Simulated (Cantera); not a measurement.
A Cantera script and its output.

```python
import numpy as np
import cantera as ct

gas = ct.Solution("SiF4_NH3_mec.yaml", "gas")
gas.TPX = 1898, 81000, {'NH3': 1, 'H2': 5.3}
inlet = ct.Reservoir(gas, clone=True)

reactor = ct.IdealGasConstPressureReactor(gas, energy="off", clone=False)
exhaust = ct.Reservoir(gas, clone=True)
tau = [16, 3, 0.56, 0.1, 0.019, 0.0036, 0.00067, 0.00012][0]
for a, b in ((inlet, reactor), (reactor, exhaust)):
    ct.MassFlowController(a, b, mdot=lambda t: reactor.mass / tau)
net = ct.ReactorNet([reactor])
show = ['NH3', 'H2', 'N2H2', 'N', 'H', 'NH2']

rows = []
print(f"{'tau/s':>10s}{'T/K':>9s}" + "".join(f"{s:>11s}" for s in show))
for tau in [16, 3, 0.56, 0.1, 0.019, 0.0036, 0.00067, 0.00012]:
    net.initial_time = 0.0
    net.advance(30 * tau)
    before = gas.X
    net.advance(40 * tau)
    drift = np.max(np.abs(gas.X - before) / (gas.X + 1e-9))
    rows.append([gas.T, *gas[show].X, drift])
    print(f"{tau:10.3e}{gas.T:9.1f}" + "".join(f"{x:11.3e}" for x in gas[show].X))
```

It prints:

```
     tau/s      T/K        NH3         H2       N2H2          N          H        NH2
 1.600e+01   1898.0  7.436e-03  9.265e-01  3.369e-09  7.497e-08  7.896e-04  1.772e-05
 3.000e+00   1898.0  1.961e-02  9.197e-01  1.722e-08  1.373e-07  6.953e-04  4.146e-05
 5.600e-01   1898.0  5.290e-02  9.008e-01  7.508e-08  1.995e-07  5.561e-04  9.132e-05
 1.000e-01   1898.0  1.105e-01  8.682e-01  2.047e-07  2.306e-07  4.422e-04  1.574e-04
 1.900e-02   1898.0  1.461e-01  8.480e-01  2.888e-07  2.307e-07  3.947e-04  1.901e-04
 3.600e-03   1898.0  1.563e-01  8.422e-01  2.714e-07  1.941e-07  3.617e-04  1.877e-04
 6.700e-04   1898.0  1.584e-01  8.411e-01  1.150e-07  6.828e-08  2.529e-04  1.332e-04
 1.200e-04   1898.0  1.587e-01  8.412e-01  5.277e-09  1.323e-09  6.750e-05  3.564e-05
```

Model: the gas-phase N/H chemistry of the illustrative SiF4/NH3 mechanism in the Surface Chemkin manual (1991), integrated in Cantera. Walls and surfaces, which speed up NH3 decomposition in real reactors, are not modelled.
